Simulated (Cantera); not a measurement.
A Cantera script and what it prints.

```python
import numpy as np
import cantera as ct

gas_names = """
    N NO NO2 NO3 N2 N2O O O2 O3 Si SiN SiO SiO2 Si2 Si2N Si3
""".split()
cond_names = """
    Si(cr) Si(L) SiO2(Lqz) SiO2(hqz) SiO2(L) Si2N2O(s) Si3N4(a)
""".split()


# ... load() reads the species with a 1 bar reference pressure and builds the phases ...
atoms = {
    'Si3N4': {'Si': 3, 'N': 4},
    'N2O': {'N': 2, 'O': 1},
    'N2': {'N': 2},
}
top_T = {'Si2N2O(s)': 2100, 'Si3N4(a)': 2400}  # K; cautious upper limits of use, not melting points


# ... equilibrate(T, P, feed) seeds the gas with the atoms and calls Mixture.equilibrate('TP', solver="vcs", rtol=1e-11, max_steps=5000) ...
results = []
T = 1575  # K
P = 0.18  # Pa
for m in [20, 24, 28, 34, 41, 50, 60, 73, 87, 110, 130, 150, 180]:
    feed = {'Si3N4': 1, 'N2O': 0.025, 'N2': m}  # mol
    mix = equilibrate(T, P, feed)
    results.append((T, P, feed, dict(zip(mix.species_names, mix.species_moles))))

top = {s: max(r[3][s] / sum(r[3][g] for g in gas_names) for r in results) for s in gas_names}
cols = sorted((s for s in top if top[s] > 1e-05), key=lambda s: -top[s])[:6]
seen = [c for c in cond_names if any(r[3].get(c, 0) > 1e-12 for r in results)]
print("log10 of partial pressures in bar; condensed amounts in mol")
print(f"{'n(N2)':>10s}" + "".join(f"{s[:9]:>10s}" for s in cols + seen))
for T, P, feed, n in results:
    ng = sum(n[g] for g in gas_names)
    print(f"{feed['N2']:10.4g}" + "".join(f"{np.log10(max(n[s] / ng * P / 1e5, 1e-99)):10.3f}" for s in cols)
          + "".join(f"{n.get(c, 0):10.4g}" for c in seen))
```

Result:

```
log10 of partial pressures in bar; condensed amounts in mol
     n(N2)        N2        Si       SiO       Si2      Si2N       SiN    Si(cr)
        20    -5.759    -7.241    -8.704    -9.913    -9.931   -10.144     2.241
        24    -5.759    -7.241    -8.777    -9.913    -9.931   -10.144     2.107
        28    -5.759    -7.241    -8.839    -9.913    -9.931   -10.144     1.974
        34    -5.759    -7.241    -8.918    -9.913    -9.931   -10.144     1.774
        41    -5.759    -7.241    -8.995    -9.913    -9.931   -10.144     1.541
        50    -5.759    -7.241    -9.077    -9.913    -9.931   -10.144     1.241
        60    -5.759    -7.241    -9.154    -9.913    -9.931   -10.144    0.9082
        73    -5.759    -7.241    -9.236    -9.913    -9.931   -10.144    0.4752
        87    -5.759    -7.241    -9.311    -9.913    -9.931   -10.144  0.008835
       110    -5.756    -7.336    -9.408   -10.103   -10.119   -10.237         0
       130    -5.754    -7.405    -9.477   -10.241   -10.256   -10.306         0
       150    -5.753    -7.465    -9.537   -10.360   -10.375   -10.365         0
       180    -5.752    -7.541    -9.614   -10.513   -10.527   -10.440         0
```

Method: chemical equilibrium by Gibbs-energy minimisation in Cantera with the NASA 1993 tables (ideal gas, pure condensed phases). The tables' values for SiN are old estimates; treat these amounts as uncertain.
